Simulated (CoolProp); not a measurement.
R236FA along the isotherm 100.85 °C: density (kg/m³) from the reference equation and from simpler models built on Tc = 124.9 °C, pc = 3.191 MPa, ω = 0.377; each cubic takes its own stable root.

The numbers come from the reference Helmholtz-energy equation of state, Pan 2012 in CoolProp.

```json
[
 {"p (MPa)": "0.532", "phase": "gas", "reference": "28.19"},
 {"p (MPa)": "1.06", "phase": "gas", "reference": "62.12"},
 {"p (MPa)": "1.6", "phase": "gas", "reference": "108.5"},
 {"p (MPa)": "2.13", "phase": "liquid", "reference": "1017"},
 {"p (MPa)": "2.66", "phase": "liquid", "reference": "1035"},
 {"p (MPa)": "3.19", "phase": "liquid", "reference": "1050"},
 {"p (MPa)": "3.72", "phase": "liquid", "reference": "1063"},
 {"p (MPa)": "4.25", "phase": "liquid", "reference": "1075"},
 {"p (MPa)": "4.79", "phase": "liquid", "reference": "1086"},
 {"p (MPa)": "5.32", "phase": "liquid", "reference": "1095"},
 {"p (MPa)": "5.85", "phase": "liquid", "reference": "1104"},
 {"p (MPa)": "6.38", "phase": "liquid", "reference": "1112"},
 {"p (MPa)": "6.91", "phase": "liquid", "reference": "1120"},
 {"p (MPa)": "7.45", "phase": "liquid", "reference": "1127"},
 {"p (MPa)": "7.98", "phase": "liquid", "reference": "1134"}
]
```

Task: How far does each simpler model (van der Waals, Redlich-Kwong, Soave-Redlich-Kwong, Peng-Robinson) lie from the reference over these 15 states: mean and median of the absolute difference, and the worst?

Result: 
- van der Waals: mean 32.8 %, median 34.4 %, worst -85.0 % at 100.85 °C and 2.13 MPa
- Redlich-Kwong: mean 18.2 %, median 15.4 %, worst -83.5 % at 100.85 °C and 2.13 MPa
- Soave-Redlich-Kwong: mean 11.2 %, median 12.6 %, worst -18.0 % at 100.85 °C and 2.13 MPa
- Peng-Robinson: mean 2.5 %, median 1.8 %, worst -7.4 % at 100.85 °C and 2.13 MPa

At some of these states van der Waals, Redlich-Kwong gives the other phase, because its saturation line lies elsewhere.
